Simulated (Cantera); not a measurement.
A closed system holds: 1 mol Cr, 1.2 mol N₂O, 7.5 mol N₂, at 950 K and 0.940 bar.

Cantera equilibrium calculation (NASA polynomials, part measured and part estimated; ideal gas, pure solids and liquids). Candidate condensed phases: Cr, CrN, Cr₂N, Cr₂O₃; 14 gas species. Rates play no part.

Base state: N₂ 1.00 (mole fractions); condensed: CrN(s) + Cr₂O₃(s).

Q: What changes in the equilibrium state with this change: temperature from 950 K to 2350 K?

A: 
| species | before | after |
|---|---|---|
| N₂ | 1.00 | 0.977 |
| Cr | <1e-9 | 0.0220 |
| CrO | <1e-9 | 0.00125 |
| CrO₂ | <1e-9 | 2.46e-5 |
| CrN(s), mol | 0.200 | 0 |
| Cr₂O₃(s), mol | 0.400 | 0.396 |
